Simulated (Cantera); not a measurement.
A closed system holds: 1 mol Fe(CO)₅, 0.066 mol O₂, 0.53 mol H₂, at 1000 K and 133 Pa.

Equilibrium computed with Cantera from the NASA thermochemical tables; the gas is ideal and each condensed phase is pure. Candidate condensed phases: C, C₆H₆, C₇H₈, C₈H₁₈, Fe, Fe(CO)₅, FeO, Fe(OH)₂, Fe(OH)₃, Fe₂O₃, Fe₃O₄, H₂O; 114 gas species. The numbers say what is thermodynamically allowed, not how fast it happens.

Base state: CO 0.882, H₂ 0.0942, CO₂ 0.0222, H₂O 0.00165 (mole fractions); condensed: Fe(α).

Task: What changes in the equilibrium state with this change: temperature from 1000 K to 898 K?

Result: 
```
species      before    after
----------  -------  -------
CO            0.882    0.881
H₂           0.0942   0.0948
CO₂          0.0222   0.0228
H₂O         0.00165  0.00106
Fe(α), mol     1.00     1.00
```

Task: What changes in the equilibrium state with this change: temperature from 1000 K to 1273 K?

Result: 
| species | before | after |
|---|---|---|
| CO | 0.882 | 0.884 |
| H₂ | 0.0942 | 0.0923 |
| CO₂ | 0.0222 | 0.0204 |
| H₂O | 0.00165 | 0.00352 |
| Fe(α), mol | 1.00 | 0 |
| Fe(γ), mol | 0 | 1.000 |
